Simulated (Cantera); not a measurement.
An adiabatic, constant-pressure homogeneous reactor starts with 3.84 % CH4, 20.2 % O2, 76.0 % N2, at 1625 K and 0.490 bar.

Computed with Cantera and GRI-Mech 3.0 (53 species, 325 reactions).

Problem. Predict: time of steepest temperature rise; temperature at 4.00 s; equilibrium temperature; x(O2) at 4.00 s; x(NO2) at 4.00 s; x(H2O2) at 4.00 s.

Solution. 
```json
{
  "time_of_steepest_temperature_rise": "0.618 ms",
  "temperature at 4.00 s": "2330 K",
  "equilibrium_temperature": "2330 K",
  "x(O2) at 4.00 s": "0.117 (gas-phase equilibrium 0.117)",
  "x(NO2) at 4.00 s": "6.83e-6 (gas-phase equilibrium 6.83e-6)",
  "x(H2O2) at 4.00 s": "8.19e-8 (gas-phase equilibrium 8.19e-8)"
}
```
